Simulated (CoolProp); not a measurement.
Hydrogen sulfide at 262.07 K and 3.89 MPa is throttled through a valve to 0.3 MPa with no heat exchange. Each further row changes one setting.

The numbers come from the reference Helmholtz-energy equation of state, Lemmon 2006 in CoolProp. It is a short technical equation, of lower accuracy than the large ones.

| case | temperature change (K) | final phase | final density (kg/m³) |
|---|---|---|---|
| as stated | … | … | … |
| outlet pressure 0.09 MPa | … | … | … |
| outlet pressure 0.39 MPa | -18.3 | … | … |

Q: Complete the blanks.

A: 
- as stated, temperature change (K): -25.1
- as stated, final phase: two-phase, vapour fraction 0.101
- as stated, final density (kg/m³): 51.1
- outlet pressure 0.09 MPa, temperature change (K): -51.5
- outlet pressure 0.09 MPa, final phase: two-phase, vapour fraction 0.192
- outlet pressure 0.09 MPa, final density (kg/m³): 9.26
- outlet pressure 0.39 MPa, final phase: two-phase, vapour fraction 0.076
- outlet pressure 0.39 MPa, final density (kg/m³): 83.4
